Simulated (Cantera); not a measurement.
Cantera run:

```python
import numpy as np
import cantera as ct

gas_names = [...]  # 95 gases of nasa_gas.yaml made of C, F, H
cond_names = """
    C(gr) C6H6(L) C7H8(L) C8H18(L),n-octa
""".split()


# ... load() reads the species with a 1 bar reference pressure and builds the phases ...
atoms = {
    'C2F6': {'C': 2, 'F': 6},
    'F2': {'F': 2},
    'H2': {'H': 2},
}
top_T = {'C(gr)': 4500}  # K; cautious upper limits of use, not melting points


# ... equilibrate(T, P, feed) seeds the gas with the atoms and calls Mixture.equilibrate('TP', solver="vcs", rtol=1e-11, max_steps=5000) ...
results = []
feed = {'C2F6': 1, 'F2': 0.071, 'H2': 2.1}  # mol
P = 2.5  # Pa
for T in [1448, 1523, 1598, 1673, 1748, 1823, 1898, 1973, 2048, 2123, 2198, 2273, 2348]:
    mix = equilibrate(T, P, feed)
    results.append((T, P, feed, dict(zip(mix.species_names, mix.species_moles))))
    x = sorted(zip(gas.X, gas.species_names), reverse=True)
    print(f"T = {T:g} K  P = {P:g} Pa  gas = {mix.phase_moles(0):.4g} mol")
    print("   x: " + "  ".join(f"{s} {v:.3e}" for v, s in x if v > 0.0001))
    print("   condensed (mol): " + ("  ".join(f"{mix.phase(i).name} {mix.phase_moles(i):.4g}"
          for i in range(1, mix.n_phases) if mix.phase_moles(i) > 1e-12) or "none"))
```

Output:

```
T = 1448 K  P = 2.5 Pa  gas = 4.693 mol
   x: HF 8.950e-01  CF4 1.025e-01  F 1.269e-03  CF2 1.224e-03
   condensed (mol): C(gr) 1.513
T = 1523 K  P = 2.5 Pa  gas = 4.711 mol
   x: HF 8.916e-01  CF4 9.994e-02  F 4.602e-03  CF2 3.789e-03  CF3 1.038e-04
   condensed (mol): C(gr) 1.511
T = 1598 K  P = 2.5 Pa  gas = 4.762 mol
   x: HF 8.819e-01  CF4 9.298e-02  F 1.462e-02  CF2 1.027e-02  CF3 2.276e-04
   condensed (mol): C(gr) 1.507
T = 1673 K  P = 2.5 Pa  gas = 4.893 mol
   x: HF 8.583e-01  CF4 7.681e-02  F 4.057e-02  CF2 2.388e-02  CF3 4.231e-04
   condensed (mol): C(gr) 1.505
T = 1748 K  P = 2.5 Pa  gas = 5.172 mol
   x: HF 8.121e-01  F 9.555e-02  CF4 4.742e-02  CF2 4.420e-02  CF3 5.917e-04  CF 1.058e-04
   condensed (mol): C(gr) 1.523
T = 1823 K  P = 2.5 Pa  gas = 5.577 mol
   x: HF 7.530e-01  F 1.762e-01  CF2 5.478e-02  CF4 1.517e-02  CF3 4.768e-04  CF 3.121e-04
   condensed (mol): C(gr) 1.605
T = 1898 K  P = 2.5 Pa  gas = 5.868 mol
   x: HF 7.157e-01  F 2.411e-01  CF2 4.040e-02  CF4 1.952e-03  CF 6.572e-04  CF3 1.843e-04
   condensed (mol): C(gr) 1.746
T = 1973 K  P = 2.5 Pa  gas = 6.004 mol
   x: HF 6.995e-01  F 2.767e-01  CF2 2.246e-02  CF 1.122e-03  CF4 1.597e-04
   condensed (mol): C(gr) 1.857
T = 2048 K  P = 2.5 Pa  gas = 6.073 mol
   x: HF 6.913e-01  F 2.952e-01  CF2 1.148e-02  CF 1.726e-03  H 2.336e-04
   condensed (mol): C(gr) 1.92
T = 2123 K  P = 2.5 Pa  gas = 6.111 mol
   x: HF 6.865e-01  F 3.044e-01  CF2 5.789e-03  CF 2.499e-03  H 7.642e-04
   condensed (mol): C(gr) 1.949
T = 2198 K  P = 2.5 Pa  gas = 6.139 mol
   x: HF 6.818e-01  F 3.092e-01  CF 3.478e-03  CF2 2.977e-03  H 2.338e-03
   condensed (mol): C(gr) 1.958
T = 2273 K  P = 2.5 Pa  gas = 6.177 mol
   x: HF 6.733e-01  F 3.131e-01  H 6.622e-03  CF 4.720e-03  CF2 1.591e-03  C3 4.037e-04  C 2.146e-04
   condensed (mol): C(gr) 1.952
T = 2348 K  P = 2.5 Pa  gas = 6.259 mol
   x: HF 6.538e-01  F 3.194e-01  H 1.712e-02  CF 6.325e-03  C3 1.594e-03  CF2 8.977e-04  C 7.188e-04  C2 1.428e-04
   condensed (mol): C(gr) 1.918
```

These are equilibrium values from Cantera (NASA tables, ideal gas, pure condensed phases), not measurements of a reactor. The feed counts by its element totals alone. Gases not in the tables: C2F6 and larger saturated fluorocarbons.
